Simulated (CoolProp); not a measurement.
Nitrous oxide at 415.34 K and 0.946 MPa is compressed adiabatically to 1.73 MPa with isentropic efficiency 0.7. Each further row changes one setting.

Values from CoolProp's reference Helmholtz-energy equation of state, Lemmon 2006. It is a short technical equation, of lower accuracy than the large ones.

| case | work (kJ/kg) | final temperature (K) | final density (kg/m³) |
|---|---|---|---|
| as stated | 70.5 | … | … |
| efficiency 1 | 49.3 | … | 20.0 |
| efficiency 0.65 | 75.9 | … | 18.9 |

Q: Complete the blanks.

A: 
- as stated, final temperature (K): 486.9
- as stated, final density (kg/m³): 19.1
- efficiency 1, final temperature (K): 466.9
- efficiency 0.65, final temperature (K): 492.0
